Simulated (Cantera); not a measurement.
An isothermal, constant-pressure homogeneous reactor starts with CO : O₂ : H₂O : N₂ = 0.0014 : 0.0082 : 0.038 : 1 (molar parts), equivalence ratio 0.085, at 975 K and 2.50 bar.

Detailed kinetics in Cantera: GRI-Mech 3.0 (53 species, 325 reactions).

x: mole fraction; the columns are a selection and need not sum to one.

```json
[
 {"t (s)": "6.00e-5", "x CO": "0.00134", "x O₂": "0.00783", "x H₂O": "0.0363", "x HO₂": "<1e-12", "x NO": "<1e-12", "x H₂": "<1e-12"},
 {"t (s)": "0.000214", "x CO": "0.00134", "x O₂": "0.00783", "x H₂O": "0.0363", "x HO₂": "<1e-12", "x NO": "<1e-12", "x H₂": "<1e-12"},
 {"t (s)": "0.000763", "x CO": "0.00134", "x O₂": "0.00783", "x H₂O": "0.0363", "x HO₂": "1.08e-11", "x NO": "<1e-12", "x H₂": "<1e-12"},
 {"t (s)": "0.00272", "x CO": "0.00134", "x O₂": "0.00783", "x H₂O": "0.0363", "x HO₂": "9.10e-11", "x NO": "<1e-12", "x H₂": "4.29e-12"},
 {"t (s)": "0.00971", "x CO": "0.00134", "x O₂": "0.00783", "x H₂O": "0.0363", "x HO₂": "4.44e-10", "x NO": "<1e-12", "x H₂": "2.34e-11"},
 {"t (s)": "0.0346", "x CO": "0.00134", "x O₂": "0.00783", "x H₂O": "0.0363", "x HO₂": "2.16e-9", "x NO": "<1e-12", "x H₂": "1.52e-10"},
 {"t (s)": "0.124", "x CO": "0.00134", "x O₂": "0.00783", "x H₂O": "0.0363", "x HO₂": "2.21e-8", "x NO": "<1e-12", "x H₂": "2.47e-9"},
 {"t (s)": "0.441", "x CO": "0.00130", "x O₂": "0.00781", "x H₂O": "0.0363", "x HO₂": "1.22e-6", "x NO": "<1e-12", "x H₂": "1.22e-6"},
 {"t (s)": "1.57", "x CO": "0.00102", "x O₂": "0.00767", "x H₂O": "0.0363", "x HO₂": "1.12e-6", "x NO": "<1e-12", "x H₂": "7.60e-6"},
 {"t (s)": "5.61", "x CO": "0.000501", "x O₂": "0.00742", "x H₂O": "0.0363", "x HO₂": "6.90e-7", "x NO": "<1e-12", "x H₂": "5.55e-6"},
 {"t (s)": "20.0", "x CO": "___", "x O₂": "0.00723", "x H₂O": "0.0363", "x HO₂": "___", "x NO": "<1e-12", "x H₂": "___"}
]
```

Question: Some entries are withheld; supply them.

Answer: 
- 20.0, x CO: 0.000131
- 20.0, x HO₂: 2.38e-7
- 20.0, x H₂: 1.45e-6
